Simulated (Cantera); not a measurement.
Cantera run, input and output.

```python
import numpy as np
import cantera as ct

gas = ct.Solution("gri30.yaml")


def delay(T, t_max=10):
    gas.TPX = T, 2200000, {'C3H8': 1, 'O2': 6.1, 'N2': 22.9, 'CO2': 0.18}
    reactor = ct.IdealGasReactor(gas, clone=False)
    net = ct.ReactorNet([reactor])
    net.rtol, net.atol = 1e-8, 1e-16
    while net.time < t_max:
        t_old, T_old = net.time, reactor.T
        net.step()
        if reactor.T > T + 400:  # ignition: a rise of 400 K
            return t_old + (T + 400 - T_old) / (reactor.T - T_old) * (net.time - t_old)
    return np.nan


taus = []
for T in [1150, 1200, 1250, 1300, 1350, 1400, 1450, 1500]:
    taus.append(delay(T))
    print(f"T0 = {T:6g} K   tau = {taus[-1]:.4e} s")
```

It prints:

```
T0 =   1150 K   tau = 1.9758e-03 s
T0 =   1200 K   tau = 8.4650e-04 s
T0 =   1250 K   tau = 3.7135e-04 s
T0 =   1300 K   tau = 1.6820e-04 s
T0 =   1350 K   tau = 7.9502e-05 s
T0 =   1400 K   tau = 3.9590e-05 s
T0 =   1450 K   tau = 2.0896e-05 s
T0 =   1500 K   tau = 1.1716e-05 s
```

Computed with Cantera and GRI-Mech 3.0 (53 species, 325 reactions). GRI-Mech 3.0 was tuned for natural gas; its chemistry of propane as a main component is partial and can be far from experiment. The pressure lies above the range GRI-Mech 3.0 was tuned for (to about 10 atm).
